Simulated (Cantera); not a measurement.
N2O furnace oxynitridation

An isothermal, constant-pressure homogeneous reactor starts with 94.2 % N2O, 5.79 % H2O, at 1300 K and 0.0133 bar.

Cantera simulation using GRI-Mech 3.0 (53 species, 325 reactions); the numbers are that mechanism's predictions, not measurements. GRI-Mech 3.0 was tuned for natural gas; its chemistry of N2O as a main component is partial and can be far from experiment. Radical loss at walls, strong at low pressure, is not modelled. The mechanism lacks the step 2 NO + O2 → 2 NO2, which can matter for NO2 below about 1400 K. The temperature is held fixed by assumption; the heat of reaction is taken as removed at once.

| t (s) | x N2O | x H2O | x N2 | x H2 | x NO | x H |
|---|---|---|---|---|---|---|
| 1.00e-6 | 0.942 | 0.0579 | 2.87e-8 | <1e-12 | 1.25e-11 | <1e-12 |
| 2.89e-6 | 0.942 | 0.0579 | 8.33e-8 | <1e-12 | 1.04e-10 | <1e-12 |
| 8.38e-6 | 0.942 | 0.0579 | 2.43e-7 | <1e-12 | 8.64e-10 | <1e-12 |
| 2.42e-5 | 0.942 | 0.0579 | 7.15e-7 | <1e-12 | 7.13e-9 | <1e-12 |
| 7.02e-5 | 0.942 | 0.0579 | 2.17e-6 | <1e-12 | 5.68e-8 | <1e-12 |
| 0.000203 | 0.942 | 0.0579 | 7.02e-6 | <1e-12 | 4.18e-7 | 2.90e-11 |
| 0.000588 | 0.942 | 0.0579 | 2.41e-5 | 2.59e-11 | 2.52e-6 | 4.08e-10 |
| 0.00170 | 0.942 | 0.0579 | 8.03e-5 | 7.95e-10 | 1.09e-5 | 2.23e-9 |
| 0.00492 | 0.942 | 0.0579 | 0.000248 | 1.32e-8 | 3.62e-5 | 7.14e-9 |
| 0.0143 | 0.941 | 0.0578 | 0.000744 | 1.14e-7 | 0.000108 | 1.60e-8 |
| 0.0412 | 0.939 | 0.0578 | 0.00220 | 4.23e-7 | 0.000300 | 2.05e-8 |
| 0.119 | 0.932 | 0.0576 | 0.00644 | 6.42e-7 | 0.000816 | 2.18e-8 |
| 0.346 | 0.913 | 0.0573 | 0.0185 | 4.28e-7 | 0.00226 | 2.10e-8 |
| 1.00 | 0.862 | 0.0563 | 0.0512 | 2.76e-7 | 0.00638 | 2.00e-8 |
x: mole fraction; the columns are a selection and need not sum to one.

Equilibrium at this temperature and pressure: N2O 3.06e-9, H2O 0.0393, N2 0.640, H2 5.26e-8, NO 0.000443, H 2.21e-9 (gas phase only).
